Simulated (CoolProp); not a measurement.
Vapour pressure (bar) of CH3F (R41): the reference equation beside estimates from Tc = 44.1 °C, pc = 59.06 bar, ω = 0.200. Clausius-Clapeyron is anchored at -34.85 °C with a constant enthalpy of vaporisation of 14.18 kJ/mol.

Computed with CoolProp (reference Helmholtz-energy equation of state, Lemmon 2006). It is a short technical equation, of lower accuracy than the large ones.

```csv
T (°C),reference,Lee-Kesler,Clausius-Clapeyron,Soave-Redlich-Kwong
-80.25,0.9118,0.8707,1.285,0.8755
-71.15,1.484,1.443,1.914,1.446
-62.05,2.305,2.274,2.755,2.275
-52.95,3.441,3.434,3.847,3.432
-43.85,4.964,4.995,5.231,4.994
-34.85,6.927,7.009,6.927,7.018
-25.75,9.458,9.601,9.014,9.634
-16.65,12.63,12.84,11.51,12.91
-7.55,16.53,16.80,14.46,16.95
1.55,21.27,21.60,17.88,21.84
10.65,26.98,27.33,21.82,27.69
19.65,33.69,34.06,26.25,34.50
28.75,41.74,42.09,31.29,42.54
```

Absolute difference from the reference over all 13 rows, mean and median: Lee-Kesler 1.6 and 1.3 %, Clausius-Clapeyron 16.5 and 15.9 %, Soave-Redlich-Kwong 2.0 and 2.2 %.
